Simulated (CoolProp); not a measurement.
Properties of toluene along the isobar 5050 kPa.

Model: reference Helmholtz-energy equation of state, Lemmon 2006, in CoolProp. It is a short technical equation, of lower accuracy than the large ones.

```json
[
 {"T (K)": "317.9", "phase": "liquid", "Z": "0.2076", "expansivity (1/kK)": "1.082"},
 {"T (K)": "337.5", "phase": "liquid", "Z": "0.1998", "expansivity (1/kK)": "1.121"},
 {"T (K)": "357", "phase": "liquid", "Z": "0.1931", "expansivity (1/kK)": "1.168"},
 {"T (K)": "376.6", "phase": "liquid", "Z": "0.1874", "expansivity (1/kK)": "1.225"},
 {"T (K)": "396.1", "phase": "liquid", "Z": "0.1826", "expansivity (1/kK)": "1.293"},
 {"T (K)": "415.7", "phase": "liquid", "Z": "0.1786", "expansivity (1/kK)": "1.377"},
 {"T (K)": "435.2", "phase": "liquid", "Z": "0.1754", "expansivity (1/kK)": "1.480"},
 {"T (K)": "454.8", "phase": "liquid", "Z": "0.1730", "expansivity (1/kK)": "1.610"},
 {"T (K)": "474.3", "phase": "liquid", "Z": "0.1715", "expansivity (1/kK)": "1.776"},
 {"T (K)": "493.9", "phase": "liquid", "Z": "0.1708", "expansivity (1/kK)": "1.999"},
 {"T (K)": "513.4", "phase": "liquid", "Z": "0.1714", "expansivity (1/kK)": "2.306"},
 {"T (K)": "532.9", "phase": "liquid", "Z": "0.1734", "expansivity (1/kK)": "2.762"},
 {"T (K)": "552.5", "phase": "liquid", "Z": "0.1778", "expansivity (1/kK)": "3.517"},
 {"T (K)": "572", "phase": "liquid", "Z": "0.1862", "expansivity (1/kK)": "5.001"}
]
```
